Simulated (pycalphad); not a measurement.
Computed with pycalphad from the COST 507 light-alloy database (1999), at 1 atm. These are 1990s assessments: newer ones move some temperatures and phases. Amounts are mole fractions of atoms. Diffusion is slow at the low end, where real alloys seldom reach equilibrium.

Give the equilibrium state of Ti-0.2252Hf-0.2456B (wt.%) at 1750 K.


```
T = 1750.00 K, P = 101325 Pa, N = 1 mol of atoms
G = -104492 J/mol, H = 46948 J/mol, S = 86.54 J/(mol K)  (SER reference)
chemical potentials (J/mol): Ti -103351, Hf -239386, B -201484
phase             fraction      x(Ti)      x(Hf)       x(B)
BCC_A2              0.9826     0.9973    0.00061     0.0021
BM                  0.0174     0.4999   5.53e-05     0.5000
```

Give the equilibrium state of Ti-0.2252Hf-0.2456B (wt.%) at 550 K.

hcp, fraction 0.979, with 0.23 Hf, <0.01 B wt.%; BM, fraction 0.021, with 0.01 Hf, 18.4 B wt.%.

Database names, with the compositions (at.%) that they take in these runs: BM: Ti 50 B 50. BCC_A2 is bcc.
